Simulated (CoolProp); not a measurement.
Computed with CoolProp (reference Helmholtz-energy equation of state, Smukala 2000).

### Question
For ethylene, give the phase and the Z, isothermal compressibility (1/MPa), fugacity coefficient at 163.7 K and 5.4 MPa; 163.7 K and 5.94 MPa; 163.7 K and 7.56 MPa.

### Answer
- 163.7 K and 5.4 MPa: liquid; Z 0.192, isothermal compressibility 0.00153, fugacity coefficient 0.0156
- 163.7 K and 5.94 MPa: liquid; Z 0.211, isothermal compressibility 0.00151, fugacity coefficient 0.0145
- 163.7 K and 7.56 MPa: liquid; Z 0.268, isothermal compressibility 0.00148, fugacity coefficient 0.0120
